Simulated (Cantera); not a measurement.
Mixture: CO : H2 : CH4 : O2 : N2 : H2O = 1 : 0.032 : 0.49 : 1.5 : 7.63 : 0.41 (molar parts), equivalence ratio 1.00, at 4.93 atm, adiabatic and at constant pressure. Ignition delay is the time to a rise of 400 K.

Model: GRI-Mech 3.0 (53 species, 325 reactions), integrated in Cantera.

**Question.** At T0 = 1323 K, what is the delay, and which 7 reactions control it most (d ln τ / d ln k, from doubling and halving each rate constant)?

**Answer.** The delay is 2.02 ms.
```json
[
 {"reaction": "2 CH3 (+M) <=> C2H6 (+M)", "d ln τ / d ln k": "0.84", "faster rate": "lengthens it"},
 {"reaction": "H + O2 <=> O + OH", "d ln τ / d ln k": "-0.82", "faster rate": "shortens it"},
 {"reaction": "CH4 + OH <=> CH3 + H2O", "d ln τ / d ln k": "0.59", "faster rate": "lengthens it"},
 {"reaction": "CH3 + HO2 <=> CH3O + OH", "d ln τ / d ln k": "-0.50", "faster rate": "shortens it"},
 {"reaction": "CH3 + O2 <=> CH3O + O", "d ln τ / d ln k": "-0.43", "faster rate": "shortens it"},
 {"reaction": "CO + OH <=> CO2 + H", "d ln τ / d ln k": "-0.40", "faster rate": "shortens it"},
 {"reaction": "CO + HO2 <=> CO2 + OH", "d ln τ / d ln k": "0.36", "faster rate": "lengthens it"}
]
```
